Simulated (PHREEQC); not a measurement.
## Brine: an equilibrium model

Solution (25 °C): 130 mmol/kgw LiCl, 0.62 mmol/kgw NaHCO3 and 46 mmol/kgw KBr. Closed to the air; pH follows from the charge balance.

The numbers come from PHREEQC with the ion-association model, phreeqc.dat.

This is a speciation only: nothing precipitates in the calculation.

**Question.** What pH, activity of water, specific conductance does the model give?

**Answer.** pH 8.04; activity of water 0.994; specific conductance 17400 µS/cm.

**Question.** In which forms is C present?

**Answer.** HCO3- 97 %, CO2 1.4 %, CO3-2 1.2 % of the C.
